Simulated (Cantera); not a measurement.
Feed: 1 mol FeS, 1.3 mol O2, 3.9 mol N2, equilibrated at 203 Torr.

Equilibrium computed with Cantera from the NASA thermochemical tables; the gas is ideal and each condensed phase is pure. Candidate condensed phases: Fe, FeO, FeS, FeSO4, FeS2, Fe2O3, Fe2(SO4)3, Fe3O4, S; 19 gas species. Mutual solubility and eutectic melting of coexisting phases are not modelled. FeS: taken at fixed stoichiometry. Gases not in the tables: S3 to S7. Kinetics and transport are ignored.

Problem. Which condensed phases are stable at each of these points (T (°C)): 500, 575, 650, 725, 800, 875, 950?

Solution. 
```tsv
T (°C)	condensed phases	Fe condensed (%)
500	FeS2(s) + Fe3O4(s)	100.0
575	FeS(s) + Fe3O4(s)	100.0
650	FeS(s) + Fe3O4(s)	100.0
725	FeS(s) + Fe3O4(s)	100.0
800	FeS(s) + Fe3O4(s)	100.0
875	FeS(s) + Fe3O4(s)	100.0
950	FeS(s) + Fe3O4(s)	100.0
```

At 500 °C the condensed part is FeS2(s) + Fe3O4(s). From 575 °C to 950 °C the condensed part is FeS(s) + Fe3O4(s).
